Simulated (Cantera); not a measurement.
An adiabatic, constant-pressure homogeneous reactor starts with CO : H2 : O2 : N2 = 1 : 0.041 : 0.274 : 1.75 (molar parts), equivalence ratio 1.9, at 1725 K and 101000 Pa. Integrator tolerance rtol = 1e-08.

Cantera simulation using GRI-Mech 3.0 (53 species, 325 reactions); the numbers are that mechanism's predictions, not measurements.

**Question.** What does this change do: H2 0.041 to 0.029 parts?

**Answer.** 
```
quantity                                                            before                                    after
---------------------------------  ---------------------------------------  ---------------------------------------
time of steepest temperature rise                                  38.4 µs                                  46.6 µs
temperature at 9.00 s                                               2762 K                                   2764 K
equilibrium temperature                                             2762 K                                   2764 K
x(CO) at 9.00 s                        0.201 (gas-phase equilibrium 0.201)      0.200 (gas-phase equilibrium 0.200)
x(H2) at 9.00 s                    0.00177 (gas-phase equilibrium 0.00177)  0.00116 (gas-phase equilibrium 0.00116)
x(O2) at 9.00 s                    0.00920 (gas-phase equilibrium 0.00920)  0.00982 (gas-phase equilibrium 0.00982)
x(NO2) at 9.00 s                   9.43e-7 (gas-phase equilibrium 9.43e-7)  1.01e-6 (gas-phase equilibrium 1.01e-6)
x(H2O) at 9.00 s                   0.00904 (gas-phase equilibrium 0.00904)  0.00609 (gas-phase equilibrium 0.00609)
x(O) at 9.00 s                     0.00447 (gas-phase equilibrium 0.00447)  0.00465 (gas-phase equilibrium 0.00465)
```

**Question.** What does this change do: N2 1.75 to 2.8 parts?

**Answer.** 
```tsv
quantity	before	after
time of steepest temperature rise	38.4 µs	52.5 µs
temperature at 9.00 s	2762 K	2608 K
equilibrium temperature	2762 K	2608 K
x(CO) at 9.00 s	0.201 (gas-phase equilibrium 0.201)	0.137 (gas-phase equilibrium 0.137)
x(H2) at 9.00 s	0.00177 (gas-phase equilibrium 0.00177)	0.00132 (gas-phase equilibrium 0.00132)
x(O2) at 9.00 s	0.00920 (gas-phase equilibrium 0.00920)	0.00316 (gas-phase equilibrium 0.00316)
x(NO2) at 9.00 s	9.43e-7 (gas-phase equilibrium 9.43e-7)	3.20e-7 (gas-phase equilibrium 3.20e-7)
x(H2O) at 9.00 s	0.00904 (gas-phase equilibrium 0.00904)	0.00758 (gas-phase equilibrium 0.00758)
x(O) at 9.00 s	0.00447 (gas-phase equilibrium 0.00447)	0.00136 (gas-phase equilibrium 0.00136)
```
